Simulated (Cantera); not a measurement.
A diamond (100) surface in a fixed gas of H2 with x(CH4) = 0.0043, x(H) = 0.00067, x(CH3) = 0.0016, 6600 Pa; coverages are run to steady state.

Detailed kinetics in Cantera: the Harris–Goodwin 1993 mechanism for the reconstructed diamond (100) surface.

θ: site fractions in the mechanism's names (c6HH fully hydrogenated, c6H* and c6*H radical sites, c6** diradical, c6HM methylated).

| T (K) | growth (µm/h) | θ c6HH | θ c6H* | θ c6*H | θ c6** | θ c6HM |
|---|---|---|---|---|---|---|
| 900 | 8.97 | 0.225 | 0.00324 | 0.0907 | 0.000831 | 0.548 |
| 950 | 13.0 | 0.246 | 0.00509 | 0.121 | 0.00145 | 0.481 |
| 1000 | ? | ? | ? | ? | ? | ? |
| 1050 | 19.2 | 0.330 | 0.0127 | 0.227 | 0.00431 | 0.294 |
| 1100 | 16.8 | 0.397 | 0.0199 | 0.315 | 0.00720 | 0.169 |
| 1150 | 11.8 | 0.441 | 0.0278 | 0.394 | 0.0106 | 0.0740 |
| 1200 | 8.29 | 0.453 | 0.0344 | 0.441 | 0.0135 | 0.0277 |
| 1250 | 6.83 | 0.449 | 0.0398 | 0.464 | 0.0161 | 0.00991 |
| 1300 | 6.30 | 0.443 | ? | 0.474 | ? | ? |
| 1350 | 5.46 | 0.439 | 0.0485 | 0.478 | 0.0207 | 0.00130 |
| 1400 | 3.79 | 0.439 | 0.0522 | 0.477 | 0.0229 | 0.000489 |

**Question.** What belongs in the gaps?

**Answer.** 
- 1000, growth (µm/h): 17.2
- 1000, θ c6HH: 0.277
- 1000, θ c6H*: 0.00794
- 1000, θ c6*H: 0.162
- 1000, θ c6**: 0.00249
- 1000, θ c6HM: 0.402
- 1300, θ c6H*: 0.0444
- 1300, θ c6**: 0.0183
- 1300, θ c6HM: 0.00356
